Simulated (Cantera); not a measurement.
Input: 1 mol Si, 1.9 mol HCl, 0.54 mol H2, 0.68 mol Cl2, at 50000 Pa.

These are equilibrium values from Cantera (NASA tables, ideal gas, pure condensed phases), not measurements of a reactor. Candidate condensed phases: Si; 19 gas species. The tables' values for SiCl3 are old estimates; treat these amounts as uncertain. Kinetics and transport are ignored. All values below are at 627 °C.

Base state: H2 0.611, SiCl4 0.292, SiHCl3 0.0886, HCl 0.00571, SiH2Cl2 0.00255, SiCl3 0.000667, SiCl2 7.26e-5, SiH3Cl 1.79e-5 (mole fractions); condensed: Si(s).

Task: What changes in the equilibrium state with this change: pressure from 50000 Pa to 2200000 Pa?

Result: 
```json
[
 {"species": "H2", "before": "0.611", "after": "0.573"},
 {"species": "SiCl4", "before": "0.292", "after": "0.227"},
 {"species": "SiHCl3", "before": "0.0886", "after": "0.183"},
 {"species": "SiH2Cl2", "before": "0.00255", "after": "0.0140"},
 {"species": "SiH3Cl", "before": "1.79e-5", "after": "0.000261"},
 {"species": "SiCl2", "before": "7.26e-5", "after": "9.66e-6"},
 {"species": "SiCl3", "before": "0.000667", "after": "0.000214"},
 {"species": "HCl", "before": "0.00571", "after": "0.00202"},
 {"species": "Si(s), mol", "before": "0.135", "after": "0.0699"}
]
```

Task: What changes in the equilibrium state with this change: Si replaced by SiCl4?

Result: 
```json
[
 {"species": "HCl", "before": "0.00571", "after": "0.723"},
 {"species": "SiCl4", "before": "0.292", "after": "0.243"},
 {"species": "Cl2", "before": "<1e-9", "after": "0.0340"},
 {"species": "H2", "before": "0.611", "after": "<1e-9"},
 {"species": "SiHCl3", "before": "0.0886", "after": "<1e-9"},
 {"species": "SiH2Cl2", "before": "0.00255", "after": "<1e-9"},
 {"species": "SiCl3", "before": "0.000667", "after": "<1e-9"},
 {"species": "SiCl2", "before": "7.26e-5", "after": "<1e-9"},
 {"species": "Si(s), mol", "before": "0.135", "after": "0"}
]
```
